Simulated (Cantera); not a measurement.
# Premixed flame

A freely propagating, adiabatic, planar premixed flame of CH₄ : O₂ : N₂ = 1 : 2.82 : 10.6 (molar parts), equivalence ratio 0.71, unburnt at 650 K and 0.987 atm; mixture-averaged transport, grid criteria slope 0.08 and curve 0.16, no radiation.

Cantera simulation using GRI-Mech 3.0 (53 species, 325 reactions); the numbers are that mechanism's predictions, not measurements. Burning velocities carry a grid error of a few per cent, more on coarse grids.

```
z (mm)   T (K)  u (m/s)     x CH₄    x O₂    x C₂H      x OH     x HO₂     x H₂O
-------  -----  -------  --------  ------  -------  --------  --------  --------
-1.15      650     1.10    0.0693   0.195    <1e-8     <1e-8   1.50e-7   5.86e-5
-0.765     652     1.11    0.0691   0.195    <1e-8     <1e-8   1.63e-6  0.000480
-0.574     659     1.12    0.0685   0.194    <1e-8   2.73e-8   7.16e-6   0.00173
-0.382     703     1.20    0.0654   0.191    <1e-8   8.99e-7   4.11e-5   0.00805
-0.191     981     1.69    0.0480   0.167    <1e-8   4.02e-5  0.000131    0.0399
-0.0956   1305     2.26    0.0272   0.136    <1e-8  0.000357  0.000192    0.0736
0         1631     2.84   0.00696  0.0979  2.24e-8   0.00235  0.000154     0.107
0.0956    1773     3.08  0.000581  0.0758  1.13e-8   0.00568   3.40e-5     0.121
0.191     1823     3.16   2.62e-5  0.0679    <1e-8   0.00724   1.49e-5     0.124
0.382     1885     3.25   6.32e-8  0.0630    <1e-8   0.00793   1.10e-5     0.125
0.765     1959     3.36     <1e-8  0.0600    <1e-8   0.00767   7.54e-6     0.128
1.53      2029     3.47     <1e-8  0.0583    <1e-8   0.00646   4.50e-6     0.132
3.06      2077     3.54     <1e-8  0.0573    <1e-8   0.00486   2.71e-6     0.135
```
x: mole fraction of selected species; z is measured from the peak of heat release.

```yaml
laminar_burning_velocity: 110 cm/s
thermal_thickness: 0.382 mm
peak x(C₂H): 2.91e-8
peak x(OH): 0.00796
peak x(HO₂): 0.000207
grid_points: 138
```
